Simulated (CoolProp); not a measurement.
Vapour-liquid equilibrium of hexamethyldisiloxane (MM) (1) + toluene (2) at 0.39 MPa; x and y are mole fractions of (1).

The numbers come from the multi-fluid Helmholtz-energy mixture model, Thol 2016 and Lemmon 2006; pair parameters Bell 2016 in CoolProp.

Question: Give the bubble temperature and the first vapour's composition at x = 0.15, 0.25, 0.45. Is there an azeotrope?

Answer: x = 0.15: 436.2 K, y = 0.194; x = 0.25: 434.4 K, y = 0.308; x = 0.45: 431.6 K, y = 0.507. No azeotrope shows between x = 0.05 and 0.95.

The pair parameters rest on a limited set of measurements; away from them the model extrapolates.
